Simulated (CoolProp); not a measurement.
A single-stage vapour-compression cycle with R143a: evaporating at 240.15 K (dew point), condensing at 287.15 K (bubble point), superheat 5 K, subcooling 5 K, compressor efficiency 0.85, no pressure losses. Each further row changes one setting.

Values from CoolProp's reference Helmholtz-energy equation of state, Lemmon and Jacobsen 2000.

```
case                              cooling COP  pressure ratio  discharge temperature (K)  refrigerating effect (kJ/kg)  volumetric capacity (kJ/m³)
--------------------------------  -----------  --------------  -------------------------  ----------------------------  ---------------------------
as stated                                3.56            4.93                      307.9                           160                         1350
evaporating temperature 245.15 K         4.16            4.03                      305.6                           163                         1660
condensing temperature 282.15 K          4.11            4.27                      301.8                           168                         1410
subcooling 10 K                          3.73            4.93                      307.9                           168                         1410
superheat 15 K                           3.57            4.93                      318.1                           169                         1350
compressor efficiency 0.75               3.14            4.93                      313.2                           160                         1350
```
